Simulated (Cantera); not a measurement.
Source: NASA polynomial tables (part measured, part estimated), evaluated in Cantera. Values are per mole of reaction as written; species without (g) are pure solids or liquids, kept so even where they would boil at 1 bar.

Between 1025 and 1225 K, where is each reaction favourable under standard conditions?
- Mg + 2 HCl(g) → MgCl₂(g) + H₂(g)


- Mg + 2 HCl(g) → MgCl₂(g) + H₂(g): ΔG° is -210 kJ at 1025 K and -209 kJ at 1225 K; it stays negative (K > 1). ΔH° is -217 kJ and ΔS° -7 J/K at 1225 K.
